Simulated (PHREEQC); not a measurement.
0.018 g of hydrous ferric oxide (600 m²/g; 0.2 weak and 0.005 strong sites per Fe, Dzombak-Morel constants, diffuse double layer) in 1 kg of water with 0.001 mol/kgw of an inert sodium salt and 6.5e-05 mmol/kgw CuSO4, at 25 °C; the pH is set by adding NaOH or the inert anion's acid. O2 is buffered at 0.21 atm. No CO2 enters from the air. Precipitation was switched off in this run.

The series has 17 steps of pH, from 3 to 11.

Model: ion-association model, wateq4f.dat, run in PHREEQC.

Q: Near which pH is half of the S sorbed, and on which side is more sorbed?

A: Near pH 6.2, with more sorbed at lower pH.

Q: Near which pH is half of the Cu sorbed, and on which side is more sorbed?

A: Near pH 5.6, with more sorbed at higher pH.

The database's constant for dissolved Cu(OH)2 is higher than later reviews accept. The oxide is taken as insoluble; below pH 4 it would dissolve.
